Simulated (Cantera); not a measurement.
A closed system holds: 1 mol HgO, 0.55 mol H₂, held at 450 °C.

These are equilibrium values from Cantera (NASA tables, ideal gas, pure condensed phases), not measurements of a reactor. Candidate condensed phases: H₂O, Hg, HgO; 10 gas species. Rates play no part.

log p: log10 of the partial pressure in bar; n: condensed amount in mol.

```csv
P (Pa),log p H₂O,log p Hg,log p O₂,log p OH,n HgO(s),n Hg(l)
10,-4.51,-4.25,-4.90,-12.99,0,0
52,-3.79,-3.53,-4.18,-12.46,0,0
270,…,…,…,…,0,0
1400,-2.36,-2.10,-2.75,-11.38,0,0
7200,…,…,…,…,0,0
37000,-0.94,-0.68,-1.33,-10.32,0,0
190000,-0.16,0.02,-0.76,-9.78,0.169,0
1000000,0.76,0.63,-1.98,-9.63,0.448,0.141
```

### Question
Some entries are withheld; supply them.

### Answer

- 7200, log p H₂O: -1.65
- 7200, log p Hg: -1.39
- 7200, log p O₂: -2.04
- 7200, log p OH: -10.85
- 270, log p H₂O: -3.08
- 270, log p Hg: -2.82
- 270, log p O₂: -3.47
- 270, log p OH: -11.92
